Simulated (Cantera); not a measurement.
## Equilibrium for boron, boron nitride and boron oxide: B2H6 + H2O + N2

Feed: 1 mol B2H6, 0.22 mol H2O, 28 mol N2, at 130 Pa.

Cantera equilibrium calculation (NASA polynomials, part measured and part estimated; ideal gas, pure solids and liquids). Candidate condensed phases: B, BN, B2O3, B3O3H3, H2O; 39 gas species. The feed counts by its element totals alone. N2 is the only nitrogen source here; it is nearly inert below about 1500 K, so the nitride shown seldom forms there in practice. Mutual solubility and eutectic melting of coexisting phases are not modelled. Kinetics and transport are ignored.

```tsv
T (°C)	log p N2	log p H2	log p H	log p BO	log p HBO	n BN(s)	n B2O3(l)
577	-2.93	-3.86	-12.62	<-14	-13.03	1.86	0.0722
677	-2.93	-3.86	-11.18	<-14	-11.12	1.86	0.0722
777	-2.93	-3.86	-10.02	-13.96	-9.58	1.86	0.0718
877	-2.93	-3.86	-9.06	-11.83	-8.32	1.86	0.0700
977	-2.93	-3.86	-8.25	-10.06	-7.27	1.86	0.0618
1077	-2.94	-3.86	-7.55	-8.55	-6.38	1.87	0.0230
1177	-2.94	-3.87	-6.96	-7.49	-5.85	1.85	0
1277	-2.94	-3.87	-6.44	-6.70	-5.52	1.83	0
1377	-2.94	-3.87	-5.98	-6.10	-5.32	1.80	0
1477	-2.94	-3.88	-5.57	-5.70	-5.28	1.78	0
1577	-2.94	-3.88	-5.21	-5.44	-5.34	1.78	0
1677	-2.94	-3.89	-4.89	-5.27	-5.46	1.78	0
```
log p: log10 of the partial pressure in bar; n: condensed amount in mol.

From 577 °C to 1077 °C the condensed part is BN(s) + B2O3(l). From 1177 °C to 1677 °C the condensed part is BN(s). The main B-bearing gas is HBO2 at 577 °C and BO at 1677 °C.
